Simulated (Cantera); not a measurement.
What does this Cantera script print?

```python
import numpy as np
import cantera as ct

gas_names = """
    C CO CO2 C2 C2O C3 C3O2 C4 C5 Fe FeC5O5 FeO O O2 O3
""".split()
cond_names = """
    C(gr) Fe(a) Fe(c) Fe(d) Fe(L) FeC5O5(L) FeO(s) FeO(L) Fe2O3(s) Fe3O4(s)
""".split()


# ... load() reads the species with a 1 bar reference pressure and builds the phases ...
atoms = {
    'Fe': {'Fe': 1},
    'CO': {'C': 1, 'O': 1},
}
top_T = {'C(gr)': 4500, 'Fe2O3(s)': 1830, 'Fe3O4(s)': 1870}  # K; cautious upper limits of use, not melting points


# ... equilibrate(T, P, feed) seeds the gas with the atoms and calls Mixture.equilibrate('TP', solver="gibbs", rtol=1e-10, max_steps=50000) ...
results = []
feed = {'Fe': 1, 'CO': 2.7}  # mol
P = 101325  # Pa
for T in [1050, 1100, 1150, 1200, 1250, 1300, 1350, 1400, 1450]:
    mix = equilibrate(T, P, feed)
    results.append((T, P, feed, dict(zip(mix.species_names, mix.species_moles))))

top = {s: max(r[3][s] / sum(r[3][g] for g in gas_names) for r in results) for s in gas_names}
cols = sorted((s for s in top if top[s] > 0.001), key=lambda s: -top[s])[:7]
seen = [c for c in cond_names if any(r[3].get(c, 0) > 1e-12 for r in results)]
print("log10 of partial pressures in bar; condensed amounts in mol")
print(f"{'T/K':>10s}" + "".join(f"{s[:9]:>10s}" for s in cols + seen))
for T, P, feed, n in results:
    ng = sum(n[g] for g in gas_names)
    print(f"{T:10.4g}" + "".join(f"{np.log10(max(n[s] / ng * P / 1e5, 1e-99)):10.3f}" for s in cols)
          + "".join(f"{n.get(c, 0):10.4g}" for c in seen))
```

Result:

```
log10 of partial pressures in bar; condensed amounts in mol
       T/K        CO       CO2     C(gr)     Fe(a)     Fe(c)
      1050    -0.067    -0.805    0.3618         1         0
      1100    -0.029    -1.112    0.1914         1         0
      1150    -0.011    -1.425    0.0965         1         0
      1200    -0.002    -1.728   0.04891         0         1
      1250     0.002    -2.014   0.02558         0         1
      1300     0.003    -2.279   0.01393         0         1
      1350     0.004    -2.526  0.007907         0         1
      1400     0.005    -2.756  0.004669         0         1
      1450     0.005    -2.969   0.00286         0         1
```

These are equilibrium values from Cantera (NASA tables, ideal gas, pure condensed phases), not measurements of a reactor. Iron dissolves carbon and melts from about 1420 K in contact with it, which pure phases cannot show. Condensed phases not in the tables: cementite and carbon dissolved in iron.
